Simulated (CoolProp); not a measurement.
Methanol at 298.15 K and 0.00705 MPa flows at 0.089 m/s in a round tube of 100 mm bore and 45 µm roughness, fully developed (64/Re and Nu = 3.66 if laminar; Colebrook and Gnielinski if turbulent). Each further row changes one setting.

Model: reference Helmholtz-energy equation of state, de Reuck 1993, in CoolProp.

```
case                Reynolds number  Darcy friction factor  pressure drop (Pa/m)  heat-transfer coefficient (W/(m² K))  mass flow (kg/h)
------------------  ---------------  ---------------------  --------------------  ------------------------------------  ----------------
as stated                      84.6                      ?               0.00275                                 0.553                 ?
velocity 0.178 m/s              169                  0.378                     ?                                 0.553                 ?
diameter 200 mm                 169                  0.378                     ?                                 0.276                 ?
```

Task: Complete the blanks.

Result: 
- as stated, Darcy friction factor: 0.757
- as stated, mass flow (kg/h): 0.231
- velocity 0.178 m/s, pressure drop (Pa/m): 0.00549
- velocity 0.178 m/s, mass flow (kg/h): 0.461
- diameter 200 mm, pressure drop (Pa/m): 0.000686
- diameter 200 mm, mass flow (kg/h): 0.922

Viscosity comes from a separate model (Xiang 2006). Thermal conductivity comes from a separate model (Sykioti 2013).
